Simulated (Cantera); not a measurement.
Input (Python, Cantera) and output of one run.

```python
import numpy as np
import cantera as ct

gas_names = [...]  # 92 gases of nasa_gas.yaml made of C, H, N
cond_names = """
    C(gr) C6H6(L) C7H8(L) C8H18(L),n-octa
""".split()


# ... load() reads the species with a 1 bar reference pressure and builds the phases ...
atoms = {
    'C3H6': {'C': 3, 'H': 6},
    'H2': {'H': 2},
    'N2': {'N': 2},
}
top_T = {'C(gr)': 4500}  # K; cautious upper limits of use, not melting points


# ... equilibrate(T, P, feed) seeds the gas with the atoms and calls Mixture.equilibrate('TP', solver="vcs", rtol=1e-11, max_steps=5000) ...
results = []
feed = {'C3H6': 1, 'H2': 4, 'N2': 0.24}  # mol
T = 1575  # K
P = 120000  # Pa
mix = equilibrate(T, P, feed)
results.append((T, P, feed, dict(zip(mix.species_names, mix.species_moles))))
x = sorted(zip(gas.X, gas.species_names), reverse=True)
print(f"T = {T:g} K  P = {P:g} Pa  gas = {mix.phase_moles(0):.4g} mol")
print("   x: " + "  ".join(f"{s} {v:.3e}" for v, s in x if v > 0.001))
print("   condensed (mol): " + ("  ".join(f"{mix.phase(i).name} {mix.phase_moles(i):.4g}"
      for i in range(1, mix.n_phases) if mix.phase_moles(i) > 1e-12) or "none"))
```

Output:

```
T = 1575 K  P = 120000 Pa  gas = 7.225 mol
   x: H2 9.645e-01  N2 3.305e-02  CH4 2.030e-03
   condensed (mol): C(gr) 2.983
```

These are equilibrium values from Cantera (NASA tables, ideal gas, pure condensed phases), not measurements of a reactor.
